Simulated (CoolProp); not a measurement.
The numbers come from the reference Helmholtz-energy equation of state, Lemmon 2006 in CoolProp. It is a short technical equation, of lower accuracy than the large ones.

Task: For neopentane, give the phase and the speed of sound (m/s), Joule-Thomson coefficient (K/MPa) at 473.7 K and 0.101 MPa; 534.7 K and 0.101 MPa.

Result: 
- 473.7 K and 0.101 MPa: gas; speed of sound 238, Joule-Thomson coefficient 5.73
- 534.7 K and 0.101 MPa: gas; speed of sound 252, Joule-Thomson coefficient 4.09
